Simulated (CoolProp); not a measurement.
Vapour-liquid equilibrium of R143a (1) + dimethyl ether (2) at 239.1 K; x and y are mole fractions of (1).

The numbers come from the multi-fluid Helmholtz-energy mixture model, Lemmon and Jacobsen 2000 and Wu 2011; pair parameters Bell 2016 in CoolProp.

```
x      bubble pressure (MPa)  y at the bubble point  dew pressure at overall composition x (MPa)  liquid density (mol/L)
-----  ---------------------  ---------------------  -------------------------------------------  ----------------------
0.05                 0.07386                  0.142                                      0.06891                   16.08
0.125                0.08437                  0.303                                      0.07291                   15.85
0.2                  0.09427                  0.424                                      0.07737                   15.62
0.275                 0.1037                  0.520                                      0.08237                   15.40
0.35                  0.1126                  0.598                                      0.08800                   15.18
0.425                 0.1213                  0.664                                      0.09437                   14.97
0.5                   0.1296                  0.722                                       0.1016                   14.76
0.575                 0.1377                  0.773                                       0.1099                   14.55
0.65                  0.1457                  0.820                                       0.1193                   14.34
0.725                 0.1535                  0.862                                       0.1300                   14.14
0.8                   0.1613                  0.902                                       0.1422                   13.95
0.875                 0.1691                  0.940                                       0.1560                   13.76
0.95                  0.1769                  0.976                                       0.1712                   13.57
```

No azeotrope shows between x = 0.05 and 0.95.

The pair parameters rest on a limited set of measurements; away from them the model extrapolates.
